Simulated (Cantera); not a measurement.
Cantera run:

```python
import numpy as np
import cantera as ct

gas_names = [...]  # 139 gases of nasa_gas.yaml made of C, H, N, O, Pb
cond_names = """
    C(gr) C6H6(L) C7H8(L) C8H18(L),n-octa H2O(s) H2O(L) Pb(cr) Pb(L) PbO(rd) PbO(yw) PbO(L) PbO2(s)
    Pb3O4(s)
""".split()


# ... load() reads the species with a 1 bar reference pressure and builds the phases ...
atoms = {
    'Pb': {'Pb': 1},
    'H2O': {'H': 2, 'O': 1},
    'CO': {'C': 1, 'O': 1},
    'NH3': {'N': 1, 'H': 3},
}
top_T = {'C(gr)': 4500, 'Pb3O4(s)': 820}  # K; cautious upper limits of use, not melting points


# ... equilibrate(T, P, feed) seeds the gas with the atoms and calls Mixture.equilibrate('TP', solver="vcs", rtol=1e-11, max_steps=5000) ...
results = []
P = 11  # Pa
for T in [848, 948, 1048, 1148, 1248, 1348, 1448, 1548, 1648, 1748, 1848, 1948]:
    for m in [3.3, 5, 7.6, 12, 18, 27, 41, 63, 95]:
        feed = {'Pb': 1, 'H2O': 0.069, 'CO': m, 'NH3': 0.13}  # mol
        mix = equilibrate(T, P, feed)
        results.append((T, P, feed, dict(zip(mix.species_names, mix.species_moles))))

for T, P, feed, n in results:
    print(f"{T:7g} {feed['CO']:10.4g}  " + (" + ".join(c for c in cond_names if n.get(c, 0) > 1e-12) or "gas only"))
```

Output:

```
    848        3.3  Pb(L)
    848          5  Pb(L)
    848        7.6  Pb(L)
    848         12  Pb(L)
    848         18  Pb(L)
    848         27  Pb(L)
    848         41  C(gr) + Pb(L)
    848         63  C(gr) + Pb(L)
    848         95  C(gr) + Pb(L)
    948        3.3  Pb(L)
    948          5  Pb(L)
    948        7.6  Pb(L)
    948         12  Pb(L)
    948         18  Pb(L)
    948         27  gas only
    948         41  gas only
    948         63  gas only
    948         95  gas only
   1048        3.3  gas only
   1048          5  gas only
   1048        7.6  gas only
   1048         12  gas only
   1048         18  gas only
   1048         27  gas only
   1048         41  gas only
   1048         63  gas only
   1048         95  gas only
   1148        3.3  gas only
   1148          5  gas only
   1148        7.6  gas only
   1148         12  gas only
   1148         18  gas only
   1148         27  gas only
   1148         41  gas only
   1148         63  gas only
   1148         95  gas only
   1248        3.3  gas only
   1248          5  gas only
   1248        7.6  gas only
   1248         12  gas only
   1248         18  gas only
   1248         27  gas only
   1248         41  gas only
   1248         63  gas only
   1248         95  gas only
   1348        3.3  gas only
   1348          5  gas only
   1348        7.6  gas only
   1348         12  gas only
   1348         18  gas only
   1348         27  gas only
   1348         41  gas only
   1348         63  gas only
   1348         95  gas only
   1448        3.3  gas only
   1448          5  gas only
   1448        7.6  gas only
   1448         12  gas only
   1448         18  gas only
   1448         27  gas only
   1448         41  gas only
   1448         63  gas only
   1448         95  gas only
   1548        3.3  gas only
   1548          5  gas only
   1548        7.6  gas only
   1548         12  gas only
   1548         18  gas only
   1548         27  gas only
   1548         41  gas only
   1548         63  gas only
   1548         95  gas only
   1648        3.3  gas only
   1648          5  gas only
   1648        7.6  gas only
   1648         12  gas only
   1648         18  gas only
   1648         27  gas only
   1648         41  gas only
   1648         63  gas only
   1648         95  gas only
   1748        3.3  gas only
   1748          5  gas only
   1748        7.6  gas only
   1748         12  gas only
   1748         18  gas only
   1748         27  gas only
   1748         41  gas only
   1748         63  gas only
   1748         95  gas only
   1848        3.3  gas only
   1848          5  gas only
   1848        7.6  gas only
   1848         12  gas only
   1848         18  gas only
   1848         27  gas only
   1848         41  gas only
   1848         63  gas only
   1848         95  gas only
   1948        3.3  gas only
   1948          5  gas only
   1948        7.6  gas only
   1948         12  gas only
   1948         18  gas only
   1948         27  gas only
   1948         41  gas only
   1948         63  gas only
   1948         95  gas only
```

Cantera equilibrium calculation (NASA polynomials, part measured and part estimated; ideal gas, pure solids and liquids).
